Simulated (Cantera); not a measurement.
Charge: 1 mol B₂O₃, 0.12 mol H₂O, 50 mol H₂, equilibrated at 110 Pa.

These are equilibrium values from Cantera (NASA tables, ideal gas, pure condensed phases), not measurements of a reactor. Candidate condensed phases: B, B₂O₃, B₃O₃H₃, H₂O; 23 gas species. Equilibrium is a limit: real reactors are often held back by kinetics, nucleation or transport. All values below are at 2175 K.

Base state: H₂ 0.822, H 0.133, BO 0.0160, H₂O 0.00931, HBO₂ 0.00925, HBO 0.00793, B₂O₃ 0.00124, BO₂ 0.000243 (mole fractions); condensed: gas only.

Question: What changes in the equilibrium state with this change: B₂O₃ replaced by borazine?

Answer: 
| species | before | after |
|---|---|---|
| H₂ | 0.822 | 0.835 |
| H | 0.133 | 0.135 |
| N₂ | 0 | 0.0255 |
| BO | 0.0160 | 0.00134 |
| B | 5.88e-8 | 0.00176 |
| HBO₂ | 0.00925 | 2.20e-9 |
| B₂O₃ | 0.00124 | <1e-9 |
| H₂O | 0.00931 | 2.66e-8 |
| BO₂ | 0.000243 | <1e-9 |
| OH | 0.000203 | <1e-9 |
| B(s), mol | 0 | 2.71 |
The feed counts by its element totals alone. The tables' values for BH₂ are old estimates; treat these amounts as uncertain. Further candidate phases: BN.
